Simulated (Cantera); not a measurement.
A diamond (100) surface in a fixed gas of H2 with x(CH4) = 0.0023, x(CH3) = 0.00017, at 1175 K, 42.8 Torr; coverages are run to steady state.

Detailed kinetics in Cantera: the Harris–Goodwin 1993 mechanism for the reconstructed diamond (100) surface.

θ: site fractions in the mechanism's names (c6HH fully hydrogenated, c6H* and c6*H radical sites, c6** diradical, c6HM methylated).

```
x(H)     growth (µm/h)  θ c6HH  θ c6H*  θ c6*H   θ c6**   θ c6HM
-------  -------------  ------  ------  ------  -------  -------
0.0001           0.164   0.607  0.0262   0.353  0.00483      [?]
0.0002           0.353   0.543  0.0303   0.408  0.00900      [?]
0.00039          0.660   0.503  0.0327   0.440   0.0139  0.00472
0.00078           1.17   0.478  0.0341   0.459   0.0187  0.00505
0.0016            2.03   0.465  0.0349   0.469   0.0225  0.00495
0.0031            3.18   0.459  0.0352   0.474   0.0248      [?]
0.0061            4.70   0.456  0.0355   0.477   0.0262      [?]
0.012             6.30   0.454  0.0357   0.479   0.0269      [?]
0.024             7.69   0.454  0.0360   0.480   0.0274      [?]
```

Question: Fill in the missing entries.

Answer: 
- 0.0001, θ c6HM: 0.00333
- 0.0002, θ c6HM: 0.00412
- 0.0031, θ c6HM: 0.00441
- 0.0061, θ c6HM: 0.00351
- 0.012, θ c6HM: 0.00247
- 0.024, θ c6HM: 0.00154
